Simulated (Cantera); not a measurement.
## Adiabatic ignition

An adiabatic, constant-volume homogeneous reactor starts with 5.46 % CH4, 0.322 % C2H6, 4.37 % C3H8, 18.8 % O2, 71.0 % N2, equivalence ratio 1.8, at 1575 K and 0.247 atm.

Computed with Cantera and GRI-Mech 3.0 (53 species, 325 reactions). GRI-Mech 3.0 was tuned for natural gas; its chemistry of propane as a main component is partial and can be far from experiment.

```json
[
 {"t (s)": "1.00e-6", "T (K)": "1574", "P (bar)": "0.250", "x CH4": "0.0546", "x C2H6": "0.00322", "x C3H8": "0.0436", "x NO2": "<1e-12", "x CO2": "2.44e-10"},
 {"t (s)": "3.74e-6", "T (K)": "1570", "P (bar)": "0.249", "x CH4": "0.0546", "x C2H6": "0.00320", "x C3H8": "0.0431", "x NO2": "<1e-12", "x CO2": "5.57e-8"},
 {"t (s)": "1.40e-5", "T (K)": "1557", "P (bar)": "0.248", "x CH4": "0.0542", "x C2H6": "0.00315", "x C3H8": "0.0408", "x NO2": "<1e-12", "x CO2": "4.90e-6"},
 {"t (s)": "5.23e-5", "T (K)": "1548", "P (bar)": "0.250", "x CH4": "0.0525", "x C2H6": "0.00398", "x C3H8": "0.0304", "x NO2": "1.74e-12", "x CO2": "0.000133"},
 {"t (s)": "0.000196", "T (K)": "2952", "P (bar)": "0.571", "x CH4": "4.81e-10", "x C2H6": "<1e-12", "x C3H8": "<1e-12", "x NO2": "2.22e-8", "x CO2": "0.0211"},
 {"t (s)": "0.000731", "T (K)": "2828", "P (bar)": "0.551", "x CH4": "<1e-12", "x C2H6": "<1e-12", "x C3H8": "<1e-12", "x NO2": "3.79e-8", "x CO2": "0.0211"},
 {"t (s)": "0.00273", "T (K)": "2801", "P (bar)": "0.547", "x CH4": "<1e-12", "x C2H6": "<1e-12", "x C3H8": "<1e-12", "x NO2": "6.85e-8", "x CO2": "0.0210"},
 {"t (s)": "0.0102", "T (K)": "2800", "P (bar)": "0.547", "x CH4": "<1e-12", "x C2H6": "<1e-12", "x C3H8": "<1e-12", "x NO2": "7.64e-8", "x CO2": "0.0210"},
 {"t (s)": "0.0382", "T (K)": "2800", "P (bar)": "0.547", "x CH4": "<1e-12", "x C2H6": "<1e-12", "x C3H8": "<1e-12", "x NO2": "7.64e-8", "x CO2": "0.0210"},
 {"t (s)": "0.143", "T (K)": "2800", "P (bar)": "0.547", "x CH4": "<1e-12", "x C2H6": "<1e-12", "x C3H8": "<1e-12", "x NO2": "7.64e-8", "x CO2": "0.0210"},
 {"t (s)": "0.535", "T (K)": "2800", "P (bar)": "0.547", "x CH4": "<1e-12", "x C2H6": "<1e-12", "x C3H8": "<1e-12", "x NO2": "7.64e-8", "x CO2": "0.0210"},
 {"t (s)": "2.00", "T (K)": "2800", "P (bar)": "0.547", "x CH4": "<1e-12", "x C2H6": "<1e-12", "x C3H8": "<1e-12", "x NO2": "7.64e-8", "x CO2": "0.0210"}
]
```
x: mole fraction; the columns are a selection and need not sum to one.

The time of steepest temperature rise comes out as 0.151 ms, the temperature at 2.00 s comes out as 2800 K and the equilibrium temperature comes out as 2800 K. The x(CH4) at 2.00 s is <1e-12 (gas-phase equilibrium <1e-12) and the x(C2H6) at 2.00 s is <1e-12 (gas-phase equilibrium <1e-12). The x(C3H8) at 2.00 s is <1e-12 (gas-phase equilibrium <1e-12).
